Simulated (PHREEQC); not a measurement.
A made-up water analysis in mmol/kgw, 60 °C, pH 3.54, pe 9.9: Na 1.14; K 0.15; Ca 2.06; Mg 0.179; Cl 0.438; S(6) 3.25; Zn 0.162; B 0.0008; Mn(2) 0.00268; Al 0.141; Si 0.0883.

Valence states are taken as typed.

Model: ion-association model, phreeqc.dat, run in PHREEQC.

Problem. The ionic strength comes out as 0.0101 mol/kgw. What activity coefficients do AlOH+2, SO4-2, Mg+2, Zn+2, Al(SO4)2- get?

Solution. AlOH+2 0.65, SO4-2 0.65, Mg+2 0.66, Zn+2 0.65, Al(SO4)2- 0.90.

Precipitation was switched off in this run. Constants without temperature data keep their 25 °C values here.
